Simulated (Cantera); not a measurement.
# Pyrogenic steam for wet oxidation

An isothermal, constant-pressure homogeneous reactor starts with H2 : O2 : N2 = 4.2 : 1 : 0.71 (molar parts), at 800 K and 0.400 bar.

Model: the H2/O2 subset of GRI-Mech 3.0, which has no nitrogen chemistry, integrated in Cantera. Below about 950 K walls govern HO2 and H2O2 in real vessels. The temperature is held fixed by assumption; the heat of reaction is taken as removed at once.

| t (s) | x H2 | x O2 | x H2O | x HO2 | x OH |
|---|---|---|---|---|---|
| 2.00e-5 | 0.711 | 0.169 | <1e-12 | 1.02e-12 | <1e-12 |
| 0.000123 | 0.711 | 0.169 | 1.27e-12 | 9.25e-12 | <1e-12 |
| 0.000752 | 0.711 | 0.169 | 1.01e-11 | 6.45e-11 | <1e-12 |
| 0.00461 | 0.711 | 0.169 | 6.77e-11 | 4.06e-10 | <1e-12 |
| 0.0283 | 0.711 | 0.169 | 5.45e-10 | 2.63e-9 | <1e-12 |
| 0.173 | 0.711 | 0.169 | 1.01e-8 | 2.27e-8 | <1e-12 |
| 1.06 | 0.711 | 0.169 | 1.87e-6 | 8.23e-7 | 2.34e-12 |
| 6.52 | 0.710 | 0.169 | 0.000503 | 5.23e-6 | 8.81e-11 |
| 40.0 | 0.685 | 0.152 | 0.0399 | 1.13e-5 | 5.01e-10 |
x: mole fraction; the columns are a selection and need not sum to one.

Equilibrium at this temperature and pressure: H2 0.448, O2 <1e-12, H2O 0.407, HO2 <1e-12, OH <1e-12 (gas phase only).
